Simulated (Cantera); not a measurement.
Equilibrium for calcination and drying: K2CO3 + CO2 + H2

Charge: 1 mol K2CO3, 3.8 mol CO2, 0.035 mol H2.

Cantera equilibrium calculation (NASA polynomials, part measured and part estimated; ideal gas, pure solids and liquids). Candidate condensed phases: C, C6H6, C7H8, C8H18, H2O, K, KOH, KO2, K2CO3, K2O, K2O2; 116 gas species. The numbers say what is thermodynamically allowed, not how fast it happens.

Stable condensed phases:

```
T in K \ P in Pa
              10      68     460    3200   22000  150000 1000000
   1975        A       A       A       A       A       B       B
   1875        A       A       A       A       A       B       B
   1775        A       A       A       A       B       B       B
   1675        A       A       A       A       B       B       B
   1575        A       A       A       B       B       B       B
   1475        A       A       A       B       B       B       B
   1375        A       A       B       B       B       B       B
   1275        A       B       B       B       B       B       B
   1175        B       B       B       B       B       B       B
   1075        B       B       B       B       B       B       B
    975        B       B       B       B       B       B       B
```

A: gas only; B: K2CO3.
